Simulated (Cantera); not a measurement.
A Cantera script and what it prints.

```python
import numpy as np
import cantera as ct

gas_names = [...]  # 123 gases of nasa_gas.yaml made of C, H, O, Si
cond_names = """
    C(gr) C6H6(L) C7H8(L) C8H18(L),n-octa H2O(s) H2O(L) Si(cr) Si(L) SiC(b) SiO2(Lqz) SiO2(hqz) SiO2(L)
""".split()


# ... load() reads the species with a 1 bar reference pressure and builds the phases ...
atoms = {
    'SiC': {'Si': 1, 'C': 1},
    'H2O': {'H': 2, 'O': 1},
    'H2': {'H': 2},
}
top_T = {'C(gr)': 4500, 'SiC(b)': 3050}  # K; cautious upper limits of use, not melting points


# ... equilibrate(T, P, feed) seeds the gas with the atoms and calls Mixture.equilibrate('TP', solver="vcs", rtol=1e-11, max_steps=5000) ...
results = []
feed = {'SiC': 1, 'H2O': 0.82, 'H2': 84}  # mol
T = 1048  # K
P = 0.16  # Pa
mix = equilibrate(T, P, feed)
results.append((T, P, feed, dict(zip(mix.species_names, mix.species_moles))))
x = sorted(zip(gas.X, gas.species_names), reverse=True)
print(f"T = {T:g} K  P = {P:g} Pa  gas = {mix.phase_moles(0):.4g} mol")
print("   x: " + "  ".join(f"{s} {v:.3e}" for v, s in x if v > 1e-05))
print("   condensed (mol): " + ("  ".join(f"{mix.phase(i).name} {mix.phase_moles(i):.4g}"
      for i in range(1, mix.n_phases) if mix.phase_moles(i) > 1e-12) or "none"))
```

Result:

```
T = 1048 K  P = 0.16 Pa  gas = 85.12 mol
   x: H2 9.964e-01  CO 3.300e-03  SiO 2.664e-04
   condensed (mol): SiC(b) 0.7191  SiO2(hqz) 0.2582
```

Cantera equilibrium calculation (NASA polynomials, part measured and part estimated; ideal gas, pure solids and liquids). Mutual solubility and eutectic melting of coexisting phases are not modelled.
